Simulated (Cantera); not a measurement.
A closed system holds: 1 mol SiO2, 1 mol SiCl4, 24 mol H2, at 12000 Pa.

These are equilibrium values from Cantera (NASA tables, ideal gas, pure condensed phases), not measurements of a reactor. Candidate condensed phases: H2O, Si, SiO2; 30 gas species. Mutual solubility and eutectic melting of coexisting phases are not modelled. The tables hold silica as quartz up to 1696 K and as liquid above; real silica turns to tridymite and cristobalite and melts near 1996 K. Equilibrium is a limit: real reactors are often held back by kinetics, nucleation or transport.

Which condensed phases are stable at each of these points (T (°C)): 377, 452, 527, 602, 677, 752, 827, 902, 977, 1052, 1127, 1202?


```csv
T (°C),condensed phases,Si condensed (%)
377,SiO2(α-quartz),50.0
452,SiO2(α-quartz),50.0
527,SiO2(α-quartz),50.0
602,SiO2(β-quartz),50.0
677,SiO2(β-quartz),50.0
752,Si(s) + SiO2(β-quartz),50.7
827,Si(s) + SiO2(β-quartz),53.9
902,Si(s) + SiO2(β-quartz),57.1
977,Si(s) + SiO2(β-quartz),59.4
1052,Si(s) + SiO2(β-quartz),60.2
1127,Si(s) + SiO2(β-quartz),59.4
1202,Si(s) + SiO2(β-quartz),56.0
```

From 377 °C to 527 °C the condensed part is SiO2(α-quartz). From 602 °C to 677 °C the condensed part is SiO2(β-quartz). From 752 °C to 1202 °C the condensed part is Si(s) + SiO2(β-quartz).
